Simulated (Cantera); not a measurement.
Charge: 1 mol CH4, 0.43 mol NH3, at 698.15 K and 2100000 Pa.

Cantera equilibrium calculation (NASA polynomials, part measured and part estimated; ideal gas, pure solids and liquids). Candidate condensed phases: C, C6H6, C7H8, C8H18; 92 gas species. Rates play no part.

Base state: CH4 0.545, H2 0.332, N2 0.111, NH3 0.0128 (mole fractions); condensed: gas only.

Task: What changes in the equilibrium state with this change: temperature from 698.15 K to 1175 K?

Result: 
| species | before | after |
|---|---|---|
| H2 | 0.332 | 0.708 |
| CH4 | 0.545 | 0.201 |
| N2 | 0.111 | 0.0900 |
| NH3 | 0.0128 | 0.000808 |
| HCN | <1e-9 | 1.42e-5 |
| C2H4 | <1e-9 | 1.22e-5 |
| C2H6 | 3.76e-6 | 3.77e-5 |
| C(graphite), mol | 0 | 0.521 |
